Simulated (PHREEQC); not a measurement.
0.2 mol of Atacamite (Cu2(OH)3Cl) is brought to equilibrium with 1 kg of water, at 25 °C under several pressures of CO2. Oxygen is held at 0.21 atm. The run lets Atacamite, Cu(OH)2, Malachite precipitate or redissolve, and no other solid.

Computed with PHREEQC (ion-association model, wateq4f.dat).

Problem. Predict pH, dissolved Cu (mol/kgw), dissolved Cl (mol/kgw) at log pCO2 (atm) = -4.5, -2, 0.

Solution. 
| log pCO2 (atm) | pH | dissolved Cu (mol/kgw) | dissolved Cl (mol/kgw) |
|---|---|---|---|
| -4.5 | 6.31 | 0.000132 | 0.000238 |
| -2 | 5.17 | 0.00192 | 0.00380 |
| 0 | 4.23 | 0.0273 | 0.0527 |

Species that the database lacks are ignored.
